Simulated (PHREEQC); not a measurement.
Consider water at 35 °C with 0.056 mol Na2S, 0.23 mol NaCl and 5.7e-05 mol MnCl2 per kg of water. Closed to the air; pH follows from the charge balance.

Computed with PHREEQC (ion-association model, wateq4f.dat).

The ionic strength comes out as 0.365 mol/kgw. What activity coefficients do MnOH+, Mn+2, Mn(OH)3-, Cl-, HS- get?

MnOH+ 0.70, Mn+2 0.27, Mn(OH)3- 0.70, Cl- 0.66, HS- 0.65.

This is a speciation only: nothing precipitates in the calculation. Saturation is exceeded, for instance for MnS(Green); the values hold only as long as no solid forms. Species that the database lacks are ignored. With this much S-2 the pH rests on the database's HS-/S-2 constant; if that pK is higher, the solution is more alkaline. The database's pK near 12.9 for HS-/S-2 is now thought far too low, so its S-2 is overstated. The polysulfide entries of wateq4f.dat were taken out for this run.
